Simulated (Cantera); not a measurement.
Charge: 1 mol AlN, 0.48 mol I2, 0.13 mol O2, 0.044 mol HI, held at 61.0 mbar.

These are equilibrium values from Cantera (NASA tables, ideal gas, pure condensed phases), not measurements of a reactor. Candidate condensed phases: Al, AlI3, AlN, Al2O3, H2O, I2; 41 gas species. Mutual solubility and eutectic melting of coexisting phases are not modelled. The numbers say what is thermodynamically allowed, not how fast it happens.

Question: What share of the Al ends up in condensed phases as a function of T (°C), at 802, 852, 902, 952, 1002, 1052, 1102, 1152, 1202, 1252, 1302?

Answer: 
```csv
T (°C),Al condensed (%),as
802,71.4,AlN(s) + Al2O3(s)
852,71.9,AlN(s) + Al2O3(s)
902,72.6,AlN(s) + Al2O3(s)
952,73.6,AlN(s) + Al2O3(s)
1002,74.8,AlN(s) + Al2O3(s)
1052,76.2,AlN(s) + Al2O3(s)
1102,77.9,AlN(s) + Al2O3(s)
1152,79.6,AlN(s) + Al2O3(s)
1202,81.4,AlN(s) + Al2O3(s)
1252,83.1,AlN(s) + Al2O3(s)
1302,84.1,AlN(s) + Al2O3(s)
```
